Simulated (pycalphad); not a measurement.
CALPHAD calculation (pycalphad, COST 507 light-alloy database (1999)), 1 atm. These are 1990s assessments: newer ones move some temperatures and phases. Amounts are mole fractions of atoms.

Give the equilibrium state of Si-94.8Sn (at.%) at 557 °C.

liquid, fraction 0.948, with 99.95 Sn at.%; diamond (Si), fraction 0.052, with <0.01 Sn at.%.
